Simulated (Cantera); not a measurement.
A Cantera script and its output.

```python
import numpy as np
import cantera as ct

gas = ct.Solution("gri30.yaml")
gas.TPX = 525, 120000, {'CH4': 1, 'C2H6': 0.089, 'O2': 1.65, 'N2': 6.21}
inlet = ct.Reservoir(gas, clone=True)
gas.equilibrate("HP")  # start burning
reactor = ct.IdealGasConstPressureReactor(gas, energy="on", clone=False)
exhaust = ct.Reservoir(gas, clone=True)
tau = [0.038, 0.022, 0.012, 0.007, 0.004, 0.0023, 0.0013, 0.00075, 0.00043, 0.00025, 0.00014, 8.1e-05, 4.6e-05][0]
for a, b in ((inlet, reactor), (reactor, exhaust)):
    ct.MassFlowController(a, b, mdot=lambda t: reactor.mass / tau)
net = ct.ReactorNet([reactor])
show = ['CH4', 'C2H6', 'O2', 'NO', 'HCO', 'CH2CO']

rows = []
print(f"{'tau/s':>10s}{'T/K':>9s}" + "".join(f"{s:>11s}" for s in show))
for tau in [0.038, 0.022, 0.012, 0.007, 0.004, 0.0023, 0.0013, 0.00075, 0.00043, 0.00025, 0.00014, 8.1e-05, 4.6e-05]:
    net.initial_time = 0.0
    net.advance(30 * tau)
    before = gas.X
    net.advance(40 * tau)
    drift = np.max(np.abs(gas.X - before) / (gas.X + 1e-9))
    rows.append([gas.T, *gas[show].X, drift])
    print(f"{tau:10.3e}{gas.T:9.1f}" + "".join(f"{x:11.3e}" for x in gas[show].X))
```

Output:

```
     tau/s      T/K        CH4       C2H6         O2         NO        HCO      CH2CO
 3.800e-02   2129.3  7.336e-05  1.622e-07  1.360e-04  2.474e-04  1.535e-07  2.409e-07
 2.200e-02   2125.5  9.144e-05  2.634e-07  1.990e-04  2.639e-04  2.320e-07  3.469e-07
 1.200e-02   2120.4  1.182e-04  4.493e-07  3.044e-04  2.768e-04  3.766e-07  5.168e-07
 7.000e-03   2115.1  1.526e-04  7.240e-07  4.471e-04  2.827e-04  5.890e-07  7.462e-07
 4.000e-03   2108.6  2.070e-04  1.199e-06  6.741e-04  2.827e-04  9.489e-07  1.129e-06
 2.300e-03   2101.0  2.925e-04  2.009e-06  1.029e-03  2.749e-04  1.535e-06  1.788e-06
 1.300e-03   2091.1  4.377e-04  3.506e-06  1.627e-03  2.557e-04  2.539e-06  3.045e-06
 7.500e-04   2077.8  6.730e-04  6.206e-06  2.596e-03  2.228e-04  4.146e-06  5.380e-06
 4.300e-04   2057.1  1.090e-03  1.168e-05  4.316e-03  1.727e-04  6.835e-06  1.018e-05
 2.500e-04   2021.0  1.916e-03  2.446e-05  7.606e-03  1.087e-04  1.116e-05  2.146e-05
 1.400e-04    525.0  1.117e-01  9.945e-03  1.844e-01 -2.605e-19 -6.038e-33 -6.881e-18
 8.100e-05    525.0  1.117e-01  9.945e-03  1.844e-01 -4.483e-23 -8.500e-37 -1.184e-21
 4.600e-05    525.0  1.117e-01  9.945e-03  1.844e-01 -2.832e-24 -5.369e-38 -7.481e-23
```

Cantera simulation using GRI-Mech 3.0 (53 species, 325 reactions); the numbers are that mechanism's predictions, not measurements.
